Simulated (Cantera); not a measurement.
An isothermal, constant-pressure homogeneous reactor starts with 57.8 % NO, 42.2 % N2, at 1998 K and 5600 Pa.

Computed with Cantera and GRI-Mech 3.0 (53 species, 325 reactions).

x: mole fraction; the columns are a selection and need not sum to one.

```
t (s)        x NO   x N2      x O2     x N2O    x NO2         x O
--------  -------  -----  --------  --------  -------  ----------
0.000300    0.578  0.422   4.71e-8   6.30e-6  1.37e-7  (withheld)
0.000866    0.578  0.422   3.98e-7   1.75e-5  9.84e-7  (withheld)
0.00250     0.578  0.422   3.66e-6   4.52e-5  5.65e-6  (withheld)
0.00721     0.578  0.422   4.09e-5   9.62e-5  2.12e-5  (withheld)
0.0208      0.577  0.422  0.000386  0.000134  3.85e-5  (withheld)
0.0600      0.574  0.424   0.00180  0.000134  4.35e-5  (withheld)
0.173       0.565  0.428   0.00601  0.000128  5.18e-5  (withheld)
0.500       0.540  0.441    0.0188  0.000112  7.03e-5  (withheld)
1.44        0.462  0.479    0.0572   7.58e-5  9.81e-5  (withheld)
4.16        0.273  0.574     0.152   2.35e-5  9.40e-5  (withheld)
12.0       0.0625  0.679     0.257   1.21e-6  2.82e-5     0.00143
34.7       0.0115  0.705     0.282   1.23e-7  5.45e-6     0.00149
100       0.00842  0.706     0.284   1.06e-7  4.00e-6     0.00149
```

Task: What belongs in the gaps?

Result: 
- 0.000300, x O: 6.42e-6
- 0.000866, x O: 1.86e-5
- 0.00250, x O: 5.53e-5
- 0.00721, x O: 0.000164
- 0.0208, x O: 0.000318
- 0.0600, x O: 0.000356
- 0.173, x O: 0.000402
- 0.500, x O: 0.000514
- 1.44, x O: 0.000749
- 4.16, x O: 0.00112
